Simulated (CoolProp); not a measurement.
Methanol at 293.15 K and 0.00613 MPa flows at 3.5 m/s in a round tube of 4.6 mm bore and 15 µm roughness, fully developed (64/Re and Nu = 3.66 if laminar; Colebrook and Gnielinski if turbulent). Each further row changes one setting.

The numbers come from the reference Helmholtz-energy equation of state, de Reuck 1993 in CoolProp.

| case | Reynolds number | Darcy friction factor | pressure drop (Pa/m) | heat-transfer coefficient (W/(m² K)) | mass flow (kg/h) |
|---|---|---|---|---|---|
| as stated | 138 | ___ | 50.2 | 11.7 | 0.0170 |
| velocity 7 m/s | 275 | 0.232 | ___ | 11.7 | ___ |
| diameter 9.2 mm | 275 | 0.232 | ___ | ___ | ___ |

**Question.** What belongs in the gaps?

**Answer.** 
- as stated, Darcy friction factor: 0.465
- velocity 7 m/s, pressure drop (Pa/m): 100
- velocity 7 m/s, mass flow (kg/h): 0.0339
- diameter 9.2 mm, pressure drop (Pa/m): 12.5
- diameter 9.2 mm, heat-transfer coefficient (W/(m² K)): 5.84
- diameter 9.2 mm, mass flow (kg/h): 0.0679

Viscosity comes from a separate model (Xiang 2006). Thermal conductivity comes from a separate model (Sykioti 2013).
